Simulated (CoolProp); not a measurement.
A simple Rankine cycle with C3F8 (R218): condensing at 288.15 K, boiler at 1.71 MPa, turbine inlet 327.7 K, turbine efficiency 0.85, pump efficiency 0.8, no recuperator. Each further row changes one setting.

Values from CoolProp's reference Helmholtz-energy equation of state, Lemmon 2006. It is a short technical equation, of lower accuracy than the large ones.

```csv
case,thermal efficiency (%),net work (kJ/kg),heat in (kJ/kg),turbine exit temperature (K),volume ratio over the turbine
as stated,7.4,7.46,101,…,…
turbine inlet 347.7 K,7.2,8.94,124,325.1,2.93
condensing temperature 280.15 K,8.8,9.64,110,…,…
boiler pressure 1.2 MPa,5.0,…,111,314.0,1.96
turbine efficiency 0.75,6.4,6.47,101,302.3,…
```

Question: What belongs in the gaps?

Answer: 
- as stated, turbine exit temperature (K): 301.2
- as stated, volume ratio over the turbine: 3.25
- condensing temperature 280.15 K, turbine exit temperature (K): 296.4
- condensing temperature 280.15 K, volume ratio over the turbine: 4.20
- boiler pressure 1.2 MPa, net work (kJ/kg): 5.52
- turbine efficiency 0.75, volume ratio over the turbine: 3.28
